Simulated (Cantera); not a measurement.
An adiabatic, constant-volume homogeneous reactor starts with CH4 : O2 : N2 = 1 : 2.5 : 9.4 (molar parts), equivalence ratio 0.80, at 1498 K and 1.00 atm. Integrator tolerance rtol = 1e-08.

Computed with Cantera and GRI-Mech 3.0 (53 species, 325 reactions).

What does this change do: pressure from 1.00 atm to 2.47 atm?


| quantity | before | after |
|---|---|---|
| time of steepest temperature rise | 1.05 ms | 0.517 ms |
| temperature at 0.100 s | 2822 K | 2891 K |
| equilibrium temperature | 2822 K | 2891 K |
| x(CH4) at 0.100 s | <1e-12 (gas-phase equilibrium <1e-12) | <1e-12 (gas-phase equilibrium <1e-12) |
| x(O2) at 0.100 s | 0.0406 (gas-phase equilibrium 0.0406) | 0.0388 (gas-phase equilibrium 0.0388) |
| x(N2O) at 0.100 s | 1.17e-6 (gas-phase equilibrium 1.17e-6) | 2.00e-6 (gas-phase equilibrium 2.00e-6) |
| x(CO2) at 0.100 s | 0.0471 (gas-phase equilibrium 0.0471) | 0.0500 (gas-phase equilibrium 0.0500) |
| x(CH2O) at 0.100 s | 2.33e-10 (gas-phase equilibrium 2.33e-10) | 4.57e-10 (gas-phase equilibrium 4.57e-10) |

What does this change do: constant pressure in place of constant volume?


| quantity | before | after |
|---|---|---|
| time of steepest temperature rise | 1.05 ms | 1.10 ms |
| temperature at 0.100 s | 2822 K | 2659 K |
| equilibrium temperature | 2822 K | 2659 K |
| x(CH4) at 0.100 s | <1e-12 (gas-phase equilibrium <1e-12) | <1e-12 (gas-phase equilibrium <1e-12) |
| x(O2) at 0.100 s | 0.0406 (gas-phase equilibrium 0.0406) | 0.0402 (gas-phase equilibrium 0.0402) |
| x(N2O) at 0.100 s | 1.17e-6 (gas-phase equilibrium 1.17e-6) | 6.57e-7 (gas-phase equilibrium 6.57e-7) |
| x(CO2) at 0.100 s | 0.0471 (gas-phase equilibrium 0.0471) | 0.0538 (gas-phase equilibrium 0.0538) |
| x(CH2O) at 0.100 s | 2.33e-10 (gas-phase equilibrium 2.33e-10) | 7.15e-11 (gas-phase equilibrium 7.15e-11) |
